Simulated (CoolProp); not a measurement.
Saturation properties of ammonia.

Model: reference Helmholtz-energy equation of state, Gao 2020, in CoolProp.

```csv
T (K),p (MPa),surface tension (mN/m),liquid viscosity (µPa s)
220.7,0.03520,38.5,341
224.8,0.04493,37.6,319
228.9,0.05677,36.6,299
233,0.07106,35.7,281
237.1,0.08816,34.8,265
241.2,0.1085,33.8,250
245.3,0.1324,32.8,237
249.4,0.1604,31.9,224
```

It boils at 239.8 K under 1 atm.

Viscosity comes from a separate model (Fenghour 1995). Surface tension comes from a separate correlation (Mulero 2012).
